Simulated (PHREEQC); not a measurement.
A solution holds 0.15 mol/kgw KNO3 and 0.009 mol/kgw NaF, at 25 °C. Closed to the air; pH follows from the charge balance.

Model: ion-association model, phreeqc.dat, run in PHREEQC.

The pH comes out as 7.45 and the ionic strength comes out as 0.159 mol/kgw. The specific conductance is 18200 µS/cm. The density is 1.007 g/cm³.

| species | molality | activity | log γ |
|---|---|---|---|
| K+ | 0.150 | 0.109 | -0.137 |
| NO3- | 0.150 | 0.107 | -0.146 |
| F- | 0.00898 | 0.00651 | -0.139 |
| Na+ | 0.00898 | 0.00682 | -0.119 |
| NaF | 2.46e-5 | 2.55e-5 | 0.016 |
| OH- | 3.90e-7 | 2.83e-7 | -0.139 |
| HF | 3.35e-7 | 3.47e-7 | 0.016 |
| H+ | 4.41e-8 | 3.56e-8 | -0.093 |
| HF2- | 1.15e-8 | 8.67e-9 | -0.121 |

No solid was allowed to form.
